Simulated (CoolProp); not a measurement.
Vapour-liquid equilibrium of CH3F (R41) (1) + chloromethane (R40) (2) at 0.713 MPa; x and y are mole fractions of (1).

Values from CoolProp's multi-fluid Helmholtz-energy mixture model, Lemmon 2006 and Thol 2014; pair parameters Bell 2016.

Question: Give the bubble temperature and the first vapour's composition at x = 0.275, 0.5, 0.875. Is there an azeotrope?

Answer: x = 0.275: 271.3 K, y = 0.719; x = 0.5: 256.6 K, y = 0.879; x = 0.875: 242.7 K, y = 0.978. No azeotrope shows between x = 0.05 and 0.95.

Pair parameters are fitted to limited data, so mixtures are less certain than the pure fluids. The gap from Raoult's law changes sign with composition, which may be real or a fault of the pair parameters; it wasn't checked against measurements.
